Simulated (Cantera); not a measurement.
# FeS + H2 + H2O (hydrogen reduction and annealing atmospheres)

Input: 1 mol FeS, 2000 mol H2, 0.22 mol H2O, equilibrated at 11.0 mbar.

Equilibrium computed with Cantera from the NASA thermochemical tables; the gas is ideal and each condensed phase is pure. Candidate condensed phases: Fe, FeO, Fe(OH)2, Fe(OH)3, FeS, FeSO4, FeS2, Fe2O3, Fe2(SO4)3, Fe3O4, H2O, H2SO4, S; 22 gas species. Kinetics and transport are ignored.

```csv
T (K),x H2,x H,x H2S,x Fe,x H2O,n Fe(α),n Fe(γ)
1150,0.999,7.11e-7,0.000500,7.81e-10,0.000110,1.000,0
1200,0.999,1.88e-6,0.000499,4.51e-9,0.000110,0,1.000
1250,0.999,4.61e-6,0.000498,2.25e-8,0.000110,0,1.000
1300,0.999,1.05e-5,0.000497,9.92e-8,0.000110,0,1.000
1350,0.999,2.27e-5,0.000494,3.91e-7,0.000110,0,0.999
1400,0.999,4.64e-5,0.000491,1.39e-6,0.000110,0,0.997
1450,0.999,9.01e-5,0.000485,4.54e-6,0.000110,0,0.991
1500,0.999,0.000168,0.000476,1.36e-5,0.000110,0,0.973
1550,0.999,0.000300,0.000464,3.81e-5,0.000110,0,0.924
1600,0.999,0.000518,0.000447,9.97e-5,0.000110,0,0.801
1650,0.998,0.000865,0.000426,0.000246,0.000110,0,0.508
1700,0.997,0.00140,0.000399,0.000499,0.000110,0,0
1750,0.997,0.00221,0.000368,0.000499,0.000110,0,0
```
x: gas mole fraction; n: condensed amount in mol.

At 1150 K the condensed part is Fe(α). From 1200 K to 1650 K the condensed part is Fe(γ). From 1700 K to 1750 K nothing is condensed.
